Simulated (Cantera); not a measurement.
Gas mixture: 54.3 % CO₂, 45.7 % C₂H₆, at 1.00 atm, frozen composition.

Cantera's kinetic-theory transport with the Lennard-Jones parameters of GRI-Mech 3.0, ideal gas; thermal conductivity in the mixture-averaged form. The composition is frozen, though it would react at the higher temperatures.

D: mixture-averaged diffusion coefficient of that species in the mixture.

```
T (K)  ρ (kg/m³)  cp (J/kg/K)  μ (µPa s)  λ (mW/m/K)     Pr  D (cm²/s) CO₂  D (cm²/s) H₂O  D (cm²/s) CH₃
-----  ---------  -----------  ---------  ----------  -----  -------------  -------------  -------------
400         1.15         1386       16.3        29.6  0.764          0.186          0.276          0.284
650        0.706         1848       24.6        57.7  0.786          0.454          0.708          0.675
900        0.510          [?]        [?]         [?]  0.799            [?]            [?]            [?]
1150       0.399         2398       37.5         111  0.811           1.23           2.01           1.80
1400       0.328         2561       42.9         135  0.817           1.72           2.84           2.50
1650       0.278         2678       48.0         156  0.821           2.27           3.78           3.30
1900       0.241         2762        [?]         [?]  0.822            [?]            [?]            [?]
```

**Question.** Fill in the missing entries.

**Answer.** 
- 900, cp (J/kg/K): 2164
- 900, μ (µPa s): 31.4
- 900, λ (mW/m/K): 85.2
- 900, D (cm²/s) CO₂: 0.807
- 900, D (cm²/s) H₂O: 1.29
- 900, D (cm²/s) CH₃: 1.19
- 1900, μ (µPa s): 52.7
- 1900, λ (mW/m/K): 177
- 1900, D (cm²/s) CO₂: 2.88
- 1900, D (cm²/s) H₂O: 4.81
- 1900, D (cm²/s) CH₃: 4.17
